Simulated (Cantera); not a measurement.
A Cantera script and its output.

```python
import numpy as np
import cantera as ct

gas = ct.Solution("gri30.yaml")
gas.TPX = 2300, 33000, {'CH4': 0.014, 'H2': 1}
reactor = ct.IdealGasConstPressureReactor(gas, energy="off", clone=False)
net = ct.ReactorNet([reactor])
net.rtol, net.atol = 1e-08, 1e-18
show = ['CH4', 'H2', 'CH3', 'H', 'C2H2', 'C2H6', 'CH2']
times = np.geomspace(2e-05, 200, 12)

steps = ct.SolutionArray(gas, extra=["t"])
rows = []
print(f"{'t/s':>10s}{'T/K':>9s}{'P/Pa':>11s}" + "".join(f"{s:>11s}" for s in show))
for t in times:
    while net.time < t:
        t_next = net.step()
        steps.append(gas.state, t=t_next)
    rows.append([np.interp(t, steps.t, y) for y in (steps.T, steps.P, *steps(*show).X.T)])
    print(f"{t:10.3e}{rows[-1][0]:9.1f}{rows[-1][1]:11.4g}" + "".join(f"{x:11.3e}" for x in rows[-1][2:]))
rate = np.gradient(steps.T, steps.t)
print("integrator steps:", len(steps.t))
if steps.T.max() > steps.T[0] + 200:
    print(f"time of steepest temperature rise: {steps.t[rate.argmax()]:.4e} s")
gas.TPX = 2300, 33000, {'CH4': 0.014, 'H2': 1}
gas.equilibrate("TP")
print(f"equilibrium (TP): T = {gas.T:.1f} K  " + "  ".join(f"{s} {gas[s].X[0]:.3e}" for s in show))
```

Result:

```
       t/s      T/K       P/Pa        CH4         H2        CH3          H       C2H2       C2H6        CH2
 2.000e-05   2300.0    3.3e+04  1.334e-02  9.845e-01  4.439e-04  1.679e-03  5.338e-07  1.466e-07  1.072e-06
 8.658e-05   2300.0    3.3e+04  1.191e-02  9.798e-01  1.517e-03  6.631e-03  1.178e-04  1.038e-06  1.355e-05
 3.748e-04   2300.0    3.3e+04  6.635e-03  9.754e-01  1.728e-03  1.362e-02  2.581e-03  7.594e-07  3.110e-05
 1.622e-03   2300.0    3.3e+04  1.613e-03  9.765e-01  4.847e-04  1.572e-02  5.703e-03  5.209e-08  1.120e-05
 7.022e-03   2300.0    3.3e+04  3.211e-04  9.764e-01  1.019e-04  1.660e-02  6.533e-03  2.210e-09  2.584e-06
 3.040e-02   2300.0    3.3e+04  9.871e-05  9.764e-01  3.164e-05  1.677e-02  6.678e-03  2.395e-10  8.173e-07
 1.316e-01   2300.0    3.3e+04  8.424e-05  9.764e-01  2.701e-05  1.677e-02  6.688e-03  1.831e-10  6.987e-07
 5.696e-01   2300.0    3.3e+04  8.424e-05  9.764e-01  2.701e-05  1.677e-02  6.688e-03  1.831e-10  6.986e-07
 2.466e+00   2300.0    3.3e+04  8.424e-05  9.764e-01  2.701e-05  1.677e-02  6.688e-03  1.831e-10  6.986e-07
 1.067e+01   2300.0    3.3e+04  8.424e-05  9.764e-01  2.701e-05  1.677e-02  6.688e-03  1.831e-10  6.986e-07
 4.620e+01   2300.0    3.3e+04  8.424e-05  9.764e-01  2.701e-05  1.677e-02  6.688e-03  1.831e-10  6.986e-07
 2.000e+02   2300.0    3.3e+04  8.424e-05  9.764e-01  2.701e-05  1.677e-02  6.688e-03  1.831e-10  6.986e-07
integrator steps: 991
equilibrium (TP): T = 2300.0 K  CH4 8.451e-05  H2 9.764e-01  CH3 2.710e-05  H 1.677e-02  C2H2 6.688e-03  C2H6 1.840e-10  CH2 7.009e-07
```

Cantera simulation using GRI-Mech 3.0 (53 species, 325 reactions); the numbers are that mechanism's predictions, not measurements. GRI-Mech 3.0 stops at C3 and has no aromatics, soot or wall deposition, so with more carbon than oxygen in the feed, carbon stays in small species such as C2H2 where larger ones or solid carbon would form.
